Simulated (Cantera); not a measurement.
Charge: 1 mol SiHCl₃, 15 mol N₂, held at 1323.15 K and 0.610 bar.

Method: chemical equilibrium by Gibbs-energy minimisation in Cantera with the NASA 1993 tables (ideal gas, pure condensed phases). Candidate condensed phases: NH₄Cl, Si, Si₃N₄; 28 gas species. N₂ is the only nitrogen source here; it is nearly inert below about 1500 K, so the nitride shown seldom forms there in practice. The tables' values for SiCl₃ are old estimates; treat these amounts as uncertain. Rates play no part.

Base state: N₂ 0.909, HCl 0.0520, SiCl₄ 0.0323, H₂ 0.00487, SiCl₃ 0.00112, SiCl₂ 0.000211, SiHCl₃ 0.000154 (mole fractions); condensed: Si₃N₄(s).

**Question.** What changes in the equilibrium state with this change: SiHCl₃ replaced by SiCl₄?

**Answer.** 
```
species          before    after
-------------  --------  -------
N₂                0.909    0.937
SiCl₄            0.0323   0.0624
SiCl₃           0.00112  5.82e-5
HCl              0.0520        0
H₂              0.00487        0
SiHCl₃         0.000154        0
SiCl₂          0.000211  2.96e-7
Si₃N₄(s), mol     0.151        0
```
